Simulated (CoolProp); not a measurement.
A closed Brayton cycle with nitrogen: compressor inlet 309.15 K and 3.3 MPa, high pressure 10.4 MPa, turbine inlet 650 K, compressor efficiency 0.8, turbine efficiency 0.93, recuperator effectiveness 0 (on enthalpy, no pinch check). Each further row changes one setting.

Computed with CoolProp (reference Helmholtz-energy equation of state, Span 2000).

```
case                           thermal efficiency (%)  net work (kJ/kg)  compressor to turbine work  compressor exit (K)  turbine exit (K)
-----------------------------  ----------------------  ----------------  --------------------------  -------------------  ----------------
as stated                                           …              22.0                        0.88                460.1             483.8
turbine inlet 600 K                                 …                 …                        0.95                460.1             445.3
compressor inlet 319.15 K                         8.6                 …                           …                474.9             483.8
high pressure 8.84 MPa                              …              25.8                           …                435.7             504.6
recuperator effectiveness 0.5                    11.2              22.0                        0.88                460.1             483.8
```

### Question
Fill in the missing entries.

### Answer

- as stated, thermal efficiency (%): 10.5
- turbine inlet 600 K, thermal efficiency (%): 5.1
- turbine inlet 600 K, net work (kJ/kg): 7.79
- compressor inlet 319.15 K, net work (kJ/kg): 16.7
- compressor inlet 319.15 K, compressor to turbine work: 0.91
- high pressure 8.84 MPa, thermal efficiency (%): 10.9
- high pressure 8.84 MPa, compressor to turbine work: 0.84
